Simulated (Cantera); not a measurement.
**NO annealing gas**

An isothermal, constant-pressure homogeneous reactor starts with 75.8 % NO, 24.2 % N₂, at 2098 K and 0.110 bar.

Model: GRI-Mech 3.0 (53 species, 325 reactions), integrated in Cantera.

| t (s) | x NO | x O | x O₂ | x N₂ | x NO₂ |
|---|---|---|---|---|---|
| 3.00e-5 | 0.758 | 4.33e-6 | 1.29e-8 | 0.242 | 4.16e-8 |
| 0.000196 | 0.758 | 2.82e-5 | 5.56e-7 | 0.242 | 1.48e-6 |
| 0.00128 | 0.757 | 0.000195 | 3.01e-5 | 0.242 | 2.67e-5 |
| 0.00838 | 0.754 | 0.000609 | 0.00140 | 0.244 | 8.25e-5 |
| 0.0548 | 0.729 | 0.000767 | 0.0134 | 0.256 | 0.000111 |
| 0.358 | 0.561 | 0.00141 | 0.0972 | 0.340 | 0.000186 |
| 2.34 | 0.0810 | 0.00242 | 0.337 | 0.580 | 5.00e-5 |
| 15.3 | 0.0118 | 0.00253 | 0.371 | 0.615 | 7.63e-6 |
| 100 | 0.0117 | 0.00253 | 0.371 | 0.615 | 7.58e-6 |
x: mole fraction; the columns are a selection and need not sum to one.

Equilibrium at this temperature and pressure: NO 0.0117, O 0.00253, O₂ 0.371, N₂ 0.615, NO₂ 7.58e-6 (gas phase only).
